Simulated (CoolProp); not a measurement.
A simple Rankine cycle with ammonia: condensing at 331.15 K, boiler at 9.59 MPa, turbine inlet 546 K, turbine efficiency 0.6, pump efficiency 0.8, no recuperator. Each further row changes one setting.

The numbers come from the reference Helmholtz-energy equation of state, Gao 2020 in CoolProp.

```
case                             thermal efficiency (%)  net work (kJ/kg)  heat in (kJ/kg)  turbine exit temperature (K)  volume ratio over the turbine
-------------------------------  ----------------------  ----------------  ---------------  ----------------------------  -----------------------------
as stated                                          10.1               153             1510                         449.7                           3.34
turbine inlet 566 K                                10.3               163                ?                         469.6                           3.34
condensing temperature 323.15 K                    11.2               174             1560                         437.9                              ?
boiler pressure 6.71 MPa                              ?               124             1560                         476.7                           2.42
turbine efficiency 0.5                                ?               125             1510                         460.4                           3.44
```

**Question.** What belongs in the gaps?

**Answer.** 
- turbine inlet 566 K, heat in (kJ/kg): 1580
- condensing temperature 323.15 K, volume ratio over the turbine: 4.01
- boiler pressure 6.71 MPa, thermal efficiency (%): 8.0
- turbine efficiency 0.5, thermal efficiency (%): 8.3
